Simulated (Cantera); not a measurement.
A perfectly stirred reactor is fed with H2 : O2 : N2 = 0.034 : 1 : 0.33 (molar parts), equivalence ratio 0.017, at 10.00 Torr; it is held at 900 K, and followed from long to short residence time.

Computed with Cantera and the H2/O2 subset of GRI-Mech 3.0, which has no nitrogen chemistry. Radical loss at walls, strong at low pressure, is not modelled. Below about 950 K walls govern HO2 and H2O2 in real vessels.

### Question
What does this change do: temperature 900 to 1425 K?

### Answer
```tsv
quantity	before	after
x(H2) at τ = 5.40 s	0.000283	3.62e-5
x(O2) at τ = 5.40 s	0.730	0.728
x(H2O) at τ = 5.40 s	0.0249	0.0246
x(OH) at τ = 5.40 s	7.80e-5	0.00105
x(O) at τ = 5.40 s	0.000220	0.00185
x(H2) at τ = 0.150 s	0.00193	0.000243
x(O2) at τ = 0.150 s	0.728	0.718
x(H2O) at τ = 0.150 s	0.0228	0.0230
x(OH) at τ = 0.150 s	0.000370	0.00264
x(O) at τ = 0.150 s	0.00145	0.0120
```

### Question
What does this change do: 0.079 parts H2O added?

### Answer
```
quantity                 before     after
---------------------  --------  --------
x(H2) at τ = 5.40 s    0.000283  0.000291
x(O2) at τ = 5.40 s       0.730     0.689
x(H2O) at τ = 5.40 s     0.0249    0.0789
x(OH) at τ = 5.40 s     7.80e-5   8.17e-5
x(O) at τ = 5.40 s     0.000220  0.000128
x(H2) at τ = 0.150 s    0.00193   0.00215
x(O2) at τ = 0.150 s      0.728     0.689
x(H2O) at τ = 0.150 s    0.0228    0.0766
x(OH) at τ = 0.150 s   0.000370  0.000342
x(O) at τ = 0.150 s     0.00145  0.000970
```
